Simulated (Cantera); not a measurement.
A freely propagating, adiabatic, planar premixed flame of H2 : O2 : N2 = 1 : 0.505 : 1.9 (molar parts), equivalence ratio 0.99, unburnt at 700 K and 100.0 Torr; mixture-averaged transport, grid criteria slope 0.08 and curve 0.16, no radiation.

Cantera simulation using the H2/O2 subset of GRI-Mech 3.0, which has no nitrogen chemistry; the numbers are that mechanism's predictions, not measurements. Burning velocities carry a grid error of a few per cent, more on coarse grids.

Q: What does this change do: 0.12 parts H2O added?

A: 
| quantity | before | after |
|---|---|---|
| laminar burning velocity | 828 cm/s | 819 cm/s |
| thermal thickness | 7.29 mm | 7.26 mm |
| peak x(H2O2) | 8.85e-7 | 9.87e-7 |
| peak x(O) | 0.0179 | 0.0160 |
| peak x(OH) | 0.0211 | 0.0198 |
| peak x(HO2) | 3.45e-5 | 4.27e-5 |
